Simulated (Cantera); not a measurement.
Input: 1 mol Ta₂O₅, 0.88 mol CH₄, 3 mol CO, at 2423.15 K.

These are equilibrium values from Cantera (NASA tables, ideal gas, pure condensed phases), not measurements of a reactor. Candidate condensed phases: C, C₆H₆, C₇H₈, C₈H₁₈, H₂O, Ta, TaC, Ta₂O₅; 113 gas species. Mutual solubility and eutectic melting of coexisting phases are not modelled. Condensed phases not in the tables: Ta₂C, N, O or C dissolved in the metal. Rates play no part.

Task: At 0.00750 bar, list the 7 most abundant gas species with their mole fractions, and the condensed phases.

Result: CO 0.622, H₂ 0.232, H 0.0986, TaO₂ 0.0367, TaO 0.00873, H₂O 0.00153, CO₂ 0.000687. Condensed: Ta(s) + Ta₂O₅(l).
